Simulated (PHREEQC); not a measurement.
Make-up at 25 °C: 0.067 mol HF and 0.34 mol CuSO4 per kg of water. Closed to the air; pH follows from the charge balance.

Model: ion-association model, wateq4f.dat, run in PHREEQC.

Problem. The ionic strength comes out as 0.626 mol/kgw. What activity coefficients do HF2-, SO4-2, F-, Cu+2, CuF+ get?

Solution. HF2- 0.62, SO4-2 0.19, F- 0.62, Cu+2 0.23, CuF+ 0.74.

Precipitation was switched off in this run. wateq4f.dat counts part of the HF as a dimer, H2F2, which phreeqc.dat doesn't know; its constant is uncertain.
